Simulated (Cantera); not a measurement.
Input (Python, Cantera):

```python
import numpy as np
import cantera as ct

gas = ct.Solution("h2o2.yaml")
gas.TPX = 550, 45000, {'H2': 1, 'O2': 0.25, 'N2': 0.675}
flame = ct.FreeFlame(gas, width=0.07)
flame.set_refine_criteria(ratio=3, slope=0.08, curve=0.16)
flame.transport_model = "mixture-averaged"
flame.solve(loglevel=0, auto=True)
z, T = flame.grid, flame.T
thick = (T[-1] - T[0]) / np.gradient(T, z).max()
show = ['H2', 'O2', 'HO2', 'OH', 'O', 'H2O2']
print(f"laminar burning velocity  {flame.velocity[0] * 100:.3f} cm/s")
print(f"burnt temperature         {T[-1]:.1f} K")
print(f"thermal thickness         {thick * 1e3:.4f} mm")
print(f"grid points               {len(z)}")
z0 = z[flame.heat_release_rate.argmax()]
print(f"{'z/mm':>9s}{'T/K':>9s}{'u/(m/s)':>9s}" + "".join(f"{s:>11s}" for s in show))
rows = []
for k in (-3, -2, -1.5, -1, -0.5, -0.25, 0, 0.25, 0.5, 1, 2, 4, 8):
    zz = z0 + k * thick
    rows.append([k * thick, np.interp(zz, z, T), np.interp(zz, z, flame.velocity),
                 *(np.interp(zz, z, flame.X[gas.species_index(s)]) for s in show)])
    print(f"{rows[-1][0] * 1e3:9.3f}{rows[-1][1]:9.1f}{rows[-1][2]:9.3f}" + "".join(f"{x:11.3e}" for x in rows[-1][3:]))
```

Result:

```
laminar burning velocity  866.888 cm/s
burnt temperature         2415.0 K
thermal thickness         1.1656 mm
grid points               148
     z/mm      T/K  u/(m/s)         H2         O2        HO2         OH          O       H2O2
   -3.497    550.0    8.669  5.195e-01  1.299e-01  2.994e-14  2.509e-19  9.250e-18  1.763e-16
   -2.331    550.0    8.669  5.195e-01  1.299e-01  2.501e-11  3.850e-16  1.305e-14  1.755e-15
   -1.748    550.0    8.669  5.195e-01  1.299e-01  1.659e-09  5.190e-14  1.476e-12  1.471e-13
   -1.166    550.0    8.669  5.195e-01  1.299e-01  4.002e-07  1.131e-10  8.023e-10  1.427e-10
   -0.583    565.7    8.892  5.172e-01  1.298e-01  1.608e-04  6.439e-05  1.089e-05  1.985e-06
   -0.291    769.0   11.843  4.848e-01  1.246e-01  9.775e-05  5.602e-04  3.253e-04  4.719e-06
    0.000   1205.7   18.012  3.441e-01  7.518e-02  3.693e-05  2.904e-03  4.958e-03  1.069e-06
    0.291   1485.6   22.035  2.332e-01  1.243e-02  6.056e-06  5.310e-03  4.554e-03  6.601e-07
    0.583   1595.3   23.511  2.219e-01  2.659e-03  1.235e-06  6.032e-03  3.111e-03  4.691e-07
    1.166   1714.2   25.051  2.302e-01  1.432e-03  6.233e-07  6.999e-03  2.731e-03  3.275e-07
    2.331   1847.3   26.721  2.419e-01  1.125e-03  4.603e-07  7.703e-03  2.282e-03  1.960e-07
    4.662   1989.0   28.449  2.539e-01  7.869e-04  3.194e-07  7.829e-03  1.673e-03  1.053e-07
    9.325   2122.9   30.032  2.650e-01  4.814e-04  2.099e-07  7.197e-03  1.063e-03  5.587e-08
```

Computed with Cantera and the H2/O2 subset of GRI-Mech 3.0, which has no nitrogen chemistry. Burning velocities carry a grid error of a few per cent, more on coarse grids.
